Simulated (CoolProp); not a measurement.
R143a at several states: Z from the reference equation and from simpler models built on Tc = 345.9 K, pc = 3.762 MPa, ω = 0.261; each cubic takes its own stable root.

Computed with CoolProp (reference Helmholtz-energy equation of state, Lemmon and Jacobsen 2000).

```json
[
 {"T (K)": "183.5", "p (MPa)": "0.147", "phase": "liquid", "reference": "0.006343"},
 {"T (K)": "223.3", "p (MPa)": "0.648", "phase": "liquid", "reference": "0.02496"},
 {"T (K)": "340.7", "p (MPa)": "0.0383", "phase": "gas", "reference": "0.9960"},
 {"T (K)": "208.3", "p (MPa)": "0.0152", "phase": "gas", "reference": "0.9896"},
 {"T (K)": "173.5", "p (MPa)": "0.915", "phase": "liquid", "reference": "0.04093"}
]
```

Task: How far does each simpler model (van der Waals, Redlich-Kwong, Soave-Redlich-Kwong, Peng-Robinson) lie from the reference over these 5 states: mean and median of the absolute difference, and the worst?

Result: 
- van der Waals: mean 3001.1 %, median 78.9 %, worst +14845.6 % at 183.5 K and 0.147 MPa
- Redlich-Kwong: mean 13.2 %, median 21.6 %, worst +22.2 % at 223.3 K and 0.648 MPa
- Soave-Redlich-Kwong: mean 11.2 %, median 17.9 %, worst +19.1 % at 173.5 K and 0.915 MPa
- Peng-Robinson: mean 3.2 %, median 4.4 %, worst +5.9 % at 173.5 K and 0.915 MPa

At some of these states van der Waals gives the other phase, because its saturation line lies elsewhere.
